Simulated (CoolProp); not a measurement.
Acetone along the isotherm -13.85 °C: Z from the reference equation and from simpler models built on Tc = 235.0 °C, pc = 4.692 MPa, ω = 0.307; each cubic takes its own stable root.

The numbers come from the reference Helmholtz-energy equation of state, Lemmon 2006 in CoolProp. It is a short technical equation, of lower accuracy than the large ones.

```
p (MPa)   phase  reference  van der Waals  Redlich-Kwong
-------  ------  ---------  -------------  -------------
0.00742  liquid  0.0002417         0.9978         0.9966
0.0132   liquid  0.0004300         0.9961         0.9940
0.0235   liquid  0.0007655         0.9931       0.001015
0.0417   liquid   0.001358         0.9876       0.001800
0.0742   liquid   0.002417         0.9778       0.003203
0.132    liquid   0.004299         0.9598       0.005698
0.235    liquid   0.007653        0.01505        0.01014
0.417    liquid    0.01358        0.02669        0.01799
0.742    liquid    0.02415        0.04744        0.03200
1.32     liquid    0.04295        0.08424        0.05688
2.35     liquid    0.07639         0.1495         0.1011
```

At some of these states van der Waals, Redlich-Kwong gives the other phase, because its saturation line lies elsewhere.
